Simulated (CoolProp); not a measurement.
Saturation properties of R365MFC.

Computed with CoolProp (reference Helmholtz-energy equation of state, Lemmon 2016).

| T (K) | p (MPa) | vapour density (kg/m³) | surface tension (mN/m) |
|---|---|---|---|
| 364.7 | 0.4765 | 26.90 | 7.95 |
| 370.1 | 0.5451 | 30.80 | 7.41 |
| 375.5 | 0.6210 | 35.16 | 6.87 |
| 380.9 | 0.7047 | 40.05 | 6.34 |
| 386.2 | 0.7948 | 45.41 | 5.83 |
| 391.6 | 0.8955 | 51.54 | 5.32 |
| 397 | 1.005 | 58.42 | 4.82 |
| 402.4 | 1.126 | 66.17 | 4.32 |
| 407.8 | 1.256 | 74.93 | 3.84 |
| 413.2 | 1.399 | 84.88 | 3.36 |
| 418.6 | 1.553 | 96.27 | 2.90 |
| 424 | 1.721 | 109.4 | 2.45 |
| 429.4 | 1.902 | 124.7 | 2.01 |
| 434.8 | 2.099 | 142.9 | 1.59 |

It boils at 313.3 K under 1 atm.

Surface tension comes from a separate correlation (Mulero 2012).
